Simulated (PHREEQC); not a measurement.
1 kg of water holding 0.023 mol/kgw MgBr2 and 0.0028 mol/kgw CaSO4 is evaporated at 25 °C; the solids stay in contact with the brine. No CO2 enters from the air. Only these solids could form: Brucite, Epsomite, Gypsum, Anhydrite, Hexahydrite, Kieserite, Portlandite.

Equilibrium calculation in PHREEQC: Pitzer model, pitzer.dat.

```csv
water left (kg),ionic strength,water activity,Gypsum (mol),Br in solution (mol/kgw),Mg in solution (mol/kgw),Ca in solution (mol/kgw)
1,0.0802,0.999,0,0.0460,0.0230,0.00280
0.6755,0.119,0.998,0,0.0681,0.0340,0.00415
0.5552,0.144,0.998,0,0.0829,0.0414,0.00504
0.375,0.214,0.997,0,0.123,0.0613,0.00747
0.3082,0.260,0.996,0,0.149,0.0746,0.00908
0.2082,…,0.994,0,0.221,0.110,0.0134
0.1711,0.469,…,0,0.269,0.134,0.0164
0.1156,0.694,0.990,0,0.398,0.199,0.0242
0.07809,1.03,0.985,0,0.589,0.295,0.0359
0.06418,1.25,0.981,0,0.717,0.358,0.0436
0.04334,1.82,0.970,…,1.06,0.531,0.0560
0.03561,2.17,0.962,0.000710,1.29,0.646,0.0587
0.02403,3.12,…,0.00132,1.91,0.957,0.0615
0.01973,3.74,0.919,0.00160,2.33,1.17,0.0609
0.0133,5.41,0.860,0.00208,3.46,1.73,0.0540
```

**Question.** What belongs in the gaps?

**Answer.** 
- 0.2082, ionic strength: 0.385
- 0.1711, water activity: 0.993
- 0.04334, Gypsum (mol): 0.000371
- 0.02403, water activity: 0.938
